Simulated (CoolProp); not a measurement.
Model: reference Helmholtz-energy equation of state, Lemmon 2006, in CoolProp. It is a short technical equation, of lower accuracy than the large ones.

Give the vapour pressure (MPa), enthalpy of vaporisation (kJ/kg), surface tension (mN/m) of saturated CH3F (R41) at 174.1, 193.6, 242.5 K.


| T (K) | p (MPa) | enthalpy of vaporisation (kJ/kg) | surface tension (mN/m) |
|---|---|---|---|
| 174.1 | 0.0278 | 515 | 18.8 |
| 193.6 | 0.0948 | 489 | 15.7 |
| 242.5 | 0.802 | 408 | 8.39 |

Surface tension comes from a separate correlation (Mulero 2012).
